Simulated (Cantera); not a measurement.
Input: 1 mol Si3N4, 7.7 mol Cl2, at 1550 K and 1.70 mbar.

Method: chemical equilibrium by Gibbs-energy minimisation in Cantera with the NASA 1993 tables (ideal gas, pure condensed phases). Candidate condensed phases: Si, Si3N4; 13 gas species. The tables' values for SiCl3 are old estimates; treat these amounts as uncertain. Equilibrium is a limit: real reactors are often held back by kinetics, nucleation or transport.

What is the equilibrium state?


| Item | Value |
|---|---|
| x(SiCl4) | 0.365 |
| x(Cl) | 0.355 |
| x(N2) | 0.245 |
| x(Cl2) | 0.0326 |
| x(SiCl3) | 0.00299 |
| x(SiCl2) | 6.84e-5 |
| gas amount | 8.159 mol |
| log10 activity of Si(s) (absent) | -10.22 |
